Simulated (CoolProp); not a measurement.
Cyclohexane along the isotherm 346.85 °C: Z from the reference equation and from simpler models built on Tc = 280.5 °C, pc = 4.081 MPa, ω = 0.209; each cubic takes its own stable root.

Model: reference Helmholtz-energy equation of state, Zhou 2014, in CoolProp.

```tsv
p (MPa)	phase	reference
0.0645	gas	0.9963
0.104	gas	0.9940
0.168	gas	0.9902
0.272	gas	0.9841
0.44	gas	0.9741
0.71	gas	0.9579
1.15	gas	0.9307
1.85	gas	0.8856
2.99	gas	0.8068
4.84	supercritical	0.6613
7.82	supercritical	0.4502
12.6	supercritical	0.4943
20.4	supercritical	0.6843
```

Question: How far does each simpler model (van der Waals, Redlich-Kwong, Peng-Robinson) lie from the reference over these 13 states: mean and median of the absolute difference, and the worst?

Answer: 
- van der Waals: mean 4.4 %, median 0.2 %, worst +26.7 % at 346.85 °C and 20.4 MPa
- Redlich-Kwong: mean 1.3 %, median 0.2 %, worst +7.0 % at 346.85 °C and 12.6 MPa
- Peng-Robinson: mean 1.3 %, median 0.8 %, worst +5.4 % at 346.85 °C and 7.82 MPa
